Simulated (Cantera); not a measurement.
Feed: 1 mol Pb, 8.1 mol H2, 55 mol N2, at 350 °C and 34.0 mbar.

Cantera equilibrium calculation (NASA polynomials, part measured and part estimated; ideal gas, pure solids and liquids). Candidate condensed phases: Pb; 11 gas species. Kinetics and transport are ignored.

Base state: N2 0.872, H2 0.128, NH3 4.13e-5 (mole fractions); condensed: Pb(l).

Problem. What changes in the equilibrium state with this change: temperature from 350 °C to 1077 °C?

Solution. 
```csv
species,before,after
N2,0.872,0.858
H2,0.128,0.126
Pb,<1e-9,0.0156
NH3,4.13e-5,1.45e-7
"Pb(l), mol",1.00,0
```

Problem. What changes in the equilibrium state with this change: Pb replaced by PbO?

Solution. 
| species | before | after |
|---|---|---|
| N2 | 0.872 | 0.872 |
| H2 | 0.128 | 0.112 |
| H2O | 0 | 0.0158 |
| NH3 | 4.13e-5 | 3.39e-5 |
| Pb(l), mol | 1.00 | 1.00 |
Further candidate phases: H2O, PbO, PbO2, Pb3O4.
